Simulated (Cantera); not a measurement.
A Cantera script and its output.

```python
import numpy as np
import cantera as ct

gas = ct.Solution("gri30.yaml")
gas.TPX = 1425, 100000, {'C3H8': 0.8, 'O2': 2.27, 'N2': 8.55}
reactor = ct.IdealGasConstPressureReactor(gas, energy="on", clone=False)
net = ct.ReactorNet([reactor])
net.rtol, net.atol = 1e-08, 1e-16
show = ['C3H8', 'O2', 'OH', 'NO2', 'CH3', 'CO', 'C2H']
times = np.geomspace(7e-06, 2, 10)

steps = ct.SolutionArray(gas, extra=["t"])
rows = []
print(f"{'t/s':>10s}{'T/K':>9s}{'P/Pa':>11s}" + "".join(f"{s:>11s}" for s in show))
for t in times:
    while net.time < t:
        t_next = net.step()
        steps.append(gas.state, t=t_next)
    rows.append([np.interp(t, steps.t, y) for y in (steps.T, steps.P, *steps(*show).X.T)])
    print(f"{t:10.3e}{rows[-1][0]:9.1f}{rows[-1][1]:11.4g}" + "".join(f"{x:11.3e}" for x in rows[-1][2:]))
rate = np.gradient(steps.T, steps.t)
print("integrator steps:", len(steps.t))
if steps.T.max() > steps.T[0] + 200:
    print(f"time of steepest temperature rise: {steps.t[rate.argmax()]:.4e} s")
gas.TPX = 1425, 100000, {'C3H8': 0.8, 'O2': 2.27, 'N2': 8.55}
gas.equilibrate("HP")
print(f"equilibrium (HP): T = {gas.T:.1f} K  " + "  ".join(f"{s} {gas[s].X[0]:.3e}" for s in show))
```

It prints:

```
       t/s      T/K       P/Pa       C3H8         O2         OH        NO2        CH3         CO        C2H
 7.000e-06   1421.9      1e+05  6.820e-02  1.950e-01  3.952e-06  7.921e-17  4.903e-04  1.065e-06  1.882e-14
 2.827e-05   1417.6      1e+05  6.464e-02  1.933e-01  9.119e-06  2.248e-14  1.336e-03  9.493e-05  3.715e-12
 1.142e-04   1429.1      1e+05  4.585e-02  1.814e-01  2.412e-05  1.842e-12  1.486e-03  2.911e-03  4.152e-10
 4.610e-04   2619.0      1e+05  2.401e-36  1.903e-04  4.063e-03  6.690e-09  4.513e-12  1.414e-01  7.651e-17
 1.862e-03   2624.9      1e+05  3.650e-36  1.690e-04  3.853e-03  9.616e-09  5.051e-12  1.416e-01  8.719e-17
 7.519e-03   2623.7      1e+05  3.817e-36  1.661e-04  3.820e-03  1.440e-08  5.112e-12  1.416e-01  8.785e-17
 3.037e-02   2623.4      1e+05  3.845e-36  1.656e-04  3.814e-03  1.530e-08  5.122e-12  1.416e-01  8.795e-17
 1.226e-01   2623.4      1e+05  3.845e-36  1.656e-04  3.814e-03  1.530e-08  5.122e-12  1.416e-01  8.795e-17
 4.952e-01   2623.4      1e+05  3.845e-36  1.656e-04  3.814e-03  1.530e-08  5.122e-12  1.416e-01  8.795e-17
 2.000e+00   2623.4      1e+05  3.845e-36  1.656e-04  3.814e-03  1.530e-08  5.122e-12  1.416e-01  8.795e-17
integrator steps: 1737
time of steepest temperature rise: 1.9092e-04 s
equilibrium (HP): T = 2623.4 K  C3H8 5.168e-36  O2 1.656e-04  OH 3.814e-03  NO2 1.530e-08  CH3 5.796e-12  CO 1.416e-01  C2H 9.466e-17
```

Detailed kinetics in Cantera: GRI-Mech 3.0 (53 species, 325 reactions). GRI-Mech 3.0 was tuned for natural gas; its chemistry of propane as a main component is partial and can be far from experiment.
